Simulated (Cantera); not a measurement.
**Low-pressure radical oxidation in H2/O2**

An isothermal, constant-pressure homogeneous reactor starts with H₂ : O₂ = 0.088 : 1 (molar parts), at 975 K and 0.0267 bar.

Detailed kinetics in Cantera: GRI-Mech 3.0 (53 species, 325 reactions). Radical loss at walls, strong at low pressure, is not modelled. The temperature is held fixed by assumption; the heat of reaction is taken as removed at once.

```tsv
t (s)	x H₂	x O₂	x HO₂	x H₂O	x O	x OH
0.000600	0.0809	0.919	5.93e-10	5.15e-9	2.75e-9	1.17e-9
0.00149	0.0809	0.919	6.60e-8	2.11e-6	1.05e-6	4.41e-7
0.00369	0.0161	0.891	1.98e-5	0.0535	0.0154	0.00366
0.00915	0.000863	0.911	1.51e-5	0.0821	0.00376	0.000902
0.0227	0.000125	0.915	5.99e-6	0.0840	0.000519	0.000255
0.0563	2.19e-5	0.916	1.88e-6	0.0842	8.18e-5	9.84e-5
0.140	3.79e-6	0.916	5.09e-7	0.0843	1.53e-5	4.34e-5
0.346	5.96e-7	0.916	1.37e-7	0.0843	3.47e-6	2.09e-5
0.859	9.42e-8	0.916	4.02e-8	0.0843	9.41e-7	1.09e-5
2.13	2.01e-8	0.916	1.32e-8	0.0843	2.94e-7	6.09e-6
5.29	5.89e-9	0.916	4.70e-9	0.0843	1.01e-7	3.56e-6
13.1	1.99e-9	0.916	1.81e-9	0.0843	3.68e-8	2.14e-6
32.5	7.18e-10	0.916	7.84e-10	0.0843	1.39e-8	1.31e-6
80.6	2.71e-10	0.916	4.52e-10	0.0843	5.36e-9	8.16e-7
200	1.06e-10	0.916	4.08e-10	0.0843	2.13e-9	5.13e-7
```
x: mole fraction; the columns are a selection and need not sum to one.

Equilibrium at this temperature and pressure: H₂ 2.21e-11, O₂ 0.916, HO₂ 6.92e-10, H₂O 0.0843, O 4.26e-10, OH 2.29e-7 (gas phase only).
